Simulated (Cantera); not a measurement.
## Hydrocarbon pyrolysis for carbon deposition

An isothermal, constant-pressure homogeneous reactor starts with 5.26 % C2H6, 94.7 % N2, at 1825 K and 0.00890 bar.

Model: GRI-Mech 3.0 (53 species, 325 reactions), integrated in Cantera. GRI-Mech 3.0 stops at C3 and has no aromatics, soot or wall deposition, so with more carbon than oxygen in the feed, carbon stays in small species such as C2H2 where larger ones or solid carbon would form. Radical loss at walls, strong at low pressure, is not modelled.

```tsv
t (s)	x C2H6	x CH4	x C2H2	x C2H4	x H2	x HCN
8.00e-6	0.0518	3.20e-6	2.52e-11	3.01e-7	3.81e-7	<1e-12
2.29e-5	0.0502	2.58e-5	1.31e-9	5.74e-6	5.60e-6	2.22e-12
6.56e-5	0.0458	0.000201	1.34e-7	0.000152	0.000168	9.01e-10
0.000188	0.0322	0.00137	5.71e-5	0.00370	0.00389	4.81e-7
0.000538	0.00621	0.00686	0.00462	0.0183	0.0249	8.54e-6
0.00154	6.65e-5	0.0108	0.0274	0.0111	0.0602	2.81e-5
0.00442	6.72e-6	0.00944	0.0394	0.00268	0.0762	3.68e-5
0.0126	1.89e-6	0.00773	0.0430	0.000465	0.0823	4.09e-5
0.0362	6.45e-7	0.00606	0.0444	0.000129	0.0856	4.38e-5
0.104	2.47e-7	0.00425	0.0454	4.87e-5	0.0886	4.69e-5
0.297	8.05e-8	0.00220	0.0464	1.55e-5	0.0916	5.24e-5
0.851	1.14e-8	0.000643	0.0472	2.79e-6	0.0938	6.60e-5
2.44	5.24e-10	0.000102	0.0475	9.07e-7	0.0945	9.47e-5
6.98	8.53e-12	1.08e-5	0.0475	7.87e-7	0.0945	0.000125
20.0	<1e-12	1.06e-6	0.0475	7.82e-7	0.0944	0.000136
```
x: mole fraction; the columns are a selection and need not sum to one.

Equilibrium at this temperature and pressure: C2H6 <1e-12, CH4 1.47e-6, C2H2 0.0140, C2H4 2.31e-7, H2 0.0945, HCN 0.0671 (gas phase only).
